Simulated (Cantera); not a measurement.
**Ca(OH)2 + H2O (calcination and drying)**

Charge: 1 mol Ca(OH)2, 3.1 mol H2O, held at 1477 °C.

These are equilibrium values from Cantera (NASA tables, ideal gas, pure condensed phases), not measurements of a reactor. Candidate condensed phases: Ca, CaO, Ca(OH)2, H2O; 14 gas species. The numbers say what is thermodynamically allowed, not how fast it happens.

From 10.0 Pa to 10.0 bar the condensed part is CaO(s). The main Ca-bearing gas is Ca(OH)2 throughout.

| P (Pa) | log p H2O | log p H2 | log p O2 | log p OH | n CaO(s) |
|---|---|---|---|---|---|
| 10 | -4.02 | -5.55 | -5.90 | -6.11 | 1.000 |
| 100 | -3.01 | -4.87 | -5.23 | -5.44 | 1.000 |
| 1000 | -2.00 | -4.20 | -4.56 | -4.77 | 1.000 |
| 10000 | -1.00 | -3.53 | -3.89 | -4.10 | 1.000 |
| 100000 | 0.00 | -2.86 | -3.23 | -3.43 | 1.000 |
| 1000000 | 1.00 | -2.20 | -2.56 | -2.77 | 1.000 |
log p: log10 of the partial pressure in bar; n: condensed amount in mol.
